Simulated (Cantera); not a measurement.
Cantera run:

```python
import numpy as np
import cantera as ct

gas_names = """
    B BCL BCL2 BCL3 BH BH2 BH3 BO BOCL BO2 B2 B2O B2O2 B2O3 B3O3CL3 B3O3H3 CL CLO CL2 H HBO HBO2 HCL
    HOCL HO2 H2 H2O H2O2 H3B3O6 O OH O2 O3
""".split()
cond_names = """
    B(b) B(L) B2O3(L) B3O3H3(cr) H2O(s) H2O(L)
""".split()


# ... load() reads the species with a 1 bar reference pressure and builds the phases ...
atoms = {
    'B': {'B': 1},
    'HCl': {'H': 1, 'CL': 1},
    'O2': {'O': 2},
}
top_T = {}  # K; cautious upper limits of use, not melting points


# ... equilibrate(T, P, feed) seeds the gas with the atoms and calls Mixture.equilibrate('TP', solver="vcs", rtol=1e-11, max_steps=5000) ...
results = []
feed = {'B': 1, 'HCl': 0.021, 'O2': 0.018}  # mol
P = 290000  # Pa
for T in [1398, 1423, 1448, 1473, 1498, 1523, 1548, 1573, 1598, 1623, 1648, 1673, 1698, 1723]:
    mix = equilibrate(T, P, feed)
    results.append((T, P, feed, dict(zip(mix.species_names, mix.species_moles))))
    x = sorted(zip(gas.X, gas.species_names), reverse=True)
    print(f"T = {T:g} K  P = {P:g} Pa  gas = {mix.phase_moles(0):.4g} mol")
    print("   x: " + "  ".join(f"{s} {v:.3e}" for v, s in x if v > 0.001))
    print("   condensed (mol): " + ("  ".join(f"{mix.phase(i).name} {mix.phase_moles(i):.4g}"
          for i in range(1, mix.n_phases) if mix.phase_moles(i) > 1e-12) or "none"))
```

Output:

```
T = 1398 K  P = 290000 Pa  gas = 0.01805 mol
   x: H2 4.806e-01  BCL3 2.443e-01  HCL 1.902e-01  B3O3CL3 7.997e-02  B3O3H3 3.956e-03
   condensed (mol): B(b) 0.9701  B2O3(L) 0.01048
T = 1423 K  P = 290000 Pa  gas = 0.01808 mol
   x: H2 4.748e-01  BCL3 2.404e-01  HCL 1.997e-01  B3O3CL3 7.992e-02  B3O3H3 3.877e-03
   condensed (mol): B(b) 0.9701  B2O3(L) 0.01048
T = 1448 K  P = 290000 Pa  gas = 0.01811 mol
   x: H2 4.690e-01  BCL3 2.365e-01  HCL 2.092e-01  B3O3CL3 7.979e-02  B3O3H3 3.796e-03
   condensed (mol): B(b) 0.9702  B2O3(L) 0.01048
T = 1473 K  P = 290000 Pa  gas = 0.01815 mol
   x: H2 4.631e-01  BCL3 2.327e-01  HCL 2.186e-01  B3O3CL3 7.958e-02  B3O3H3 3.713e-03  HBO 1.061e-03
   condensed (mol): B(b) 0.9702  B2O3(L) 0.01048
T = 1498 K  P = 290000 Pa  gas = 0.01819 mol
   x: H2 4.572e-01  BCL3 2.289e-01  HCL 2.280e-01  B3O3CL3 7.929e-02  B3O3H3 3.628e-03  HBO 1.390e-03
   condensed (mol): B(b) 0.9703  B2O3(L) 0.01048
T = 1523 K  P = 290000 Pa  gas = 0.01823 mol
   x: H2 4.512e-01  HCL 2.373e-01  BCL3 2.251e-01  B3O3CL3 7.892e-02  B3O3H3 3.542e-03  HBO 1.803e-03  BOCL 1.241e-03
   condensed (mol): B(b) 0.9704  B2O3(L) 0.01048
T = 1548 K  P = 290000 Pa  gas = 0.01827 mol
   x: H2 4.451e-01  HCL 2.465e-01  BCL3 2.213e-01  B3O3CL3 7.849e-02  B3O3H3 3.454e-03  HBO 2.317e-03  BOCL 1.641e-03
   condensed (mol): B(b) 0.9704  B2O3(L) 0.01048
T = 1573 K  P = 290000 Pa  gas = 0.01832 mol
   x: H2 4.389e-01  HCL 2.556e-01  BCL3 2.175e-01  B3O3CL3 7.797e-02  B3O3H3 3.365e-03  HBO 2.952e-03  BOCL 2.149e-03  BCL2 1.208e-03
   condensed (mol): B(b) 0.9705  B2O3(L) 0.01048
T = 1598 K  P = 290000 Pa  gas = 0.01836 mol
   x: H2 4.326e-01  HCL 2.645e-01  BCL3 2.136e-01  B3O3CL3 7.738e-02  HBO 3.730e-03  B3O3H3 3.275e-03  BOCL 2.789e-03  BCL2 1.488e-03
   condensed (mol): B(b) 0.9705  B2O3(L) 0.01047
T = 1623 K  P = 290000 Pa  gas = 0.01842 mol
   x: H2 4.262e-01  HCL 2.732e-01  BCL3 2.098e-01  B3O3CL3 7.671e-02  HBO 4.676e-03  BOCL 3.588e-03  B3O3H3 3.185e-03  BCL2 1.820e-03
   condensed (mol): B(b) 0.9706  B2O3(L) 0.01047
T = 1648 K  P = 290000 Pa  gas = 0.01848 mol
   x: H2 4.197e-01  HCL 2.817e-01  BCL3 2.058e-01  B3O3CL3 7.596e-02  HBO 5.816e-03  BOCL 4.577e-03  B3O3H3 3.093e-03  BCL2 2.210e-03
   condensed (mol): B(b) 0.9706  B2O3(L) 0.01047
T = 1673 K  P = 290000 Pa  gas = 0.01855 mol
   x: H2 4.129e-01  HCL 2.899e-01  BCL3 2.018e-01  B3O3CL3 7.512e-02  HBO 7.180e-03  BOCL 5.794e-03  B3O3H3 2.999e-03  BCL2 2.665e-03
   condensed (mol): B(b) 0.9707  B2O3(L) 0.01046
T = 1698 K  P = 290000 Pa  gas = 0.01862 mol
   x: H2 4.060e-01  HCL 2.977e-01  BCL3 1.977e-01  B3O3CL3 7.419e-02  HBO 8.802e-03  BOCL 7.277e-03  BCL2 3.193e-03  B3O3H3 2.905e-03
   condensed (mol): B(b) 0.9707  B2O3(L) 0.01044
T = 1723 K  P = 290000 Pa  gas = 0.01871 mol
   x: H2 3.988e-01  HCL 3.051e-01  BCL3 1.935e-01  B3O3CL3 7.315e-02  HBO 1.071e-02  BOCL 9.072e-03  BCL2 3.799e-03  B3O3H3 2.809e-03  B2O2 1.271e-03
   condensed (mol): B(b) 0.9707  B2O3(L) 0.01043
```

Method: chemical equilibrium by Gibbs-energy minimisation in Cantera with the NASA 1993 tables (ideal gas, pure condensed phases). Mutual solubility and eutectic melting of coexisting phases are not modelled. The tables' values for BOCl, BCl2, BCl, BH2 are old estimates; treat these amounts as uncertain. Gases not in the tables: BHCl2.
